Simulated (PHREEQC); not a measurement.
# Buffer

A solution holds 0.048 mol/kgw NH4Cl, 0.37 mol/kgw Na2HPO4 and 0.65 mol/kgw KCl, at 60 °C. Closed to the air; pH follows from the charge balance.

Computed with PHREEQC (ion-association model, phreeqc.dat).

The pH is 8.01. The ionic strength comes out as 1.61 mol/kgw. The activity of water is 0.959. The density is 1.046 g/cm³. The total alkalinity is 370 meq/kg.

```tsv
species	molality	activity	log γ
Cl-	0.698	0.397	-0.245
Na+	0.683	0.516	-0.122
K+	0.613	0.341	-0.254
HPO4-2	0.268	0.0347	-0.887
NaHPO4-	0.0567	0.0349	-0.210
NH4+	0.0411	0.0190	-0.336
KHPO4-	0.0375	0.0231	-0.210
H2PO4-	0.00749	0.00462	-0.210
NH3	0.00687	0.00994	0.161
PO4-3	0.000607	2.97e-6	-2.310
OH-	1.79e-5	9.41e-6	-0.279
```

Precipitation was switched off in this run. The ionic strength is past about 0.7 mol/kgw, beyond the range of this activity model, so the values are rough. Constants without temperature data keep their 25 °C values here.
